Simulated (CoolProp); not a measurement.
Vapour-liquid equilibrium of R22 (1) + R123 (2) at 326.1 K; x and y are mole fractions of (1).

Model: multi-fluid Helmholtz-energy mixture model, Kamei 1995 and Younglove 1994; pair parameters Bell 2016, in CoolProp.

**Question.** Give the bubble pressure and the first vapour's composition at x = 0.2, 0.35, 0.65. Is there an azeotrope?

**Answer.** x = 0.2: 0.5458 MPa, y = 0.626; x = 0.35: 0.8052 MPa, y = 0.778; x = 0.65: 1.351 MPa, y = 0.913. No azeotrope shows between x = 0.05 and 0.95.

The pair parameters rest on a limited set of measurements; away from them the model extrapolates.
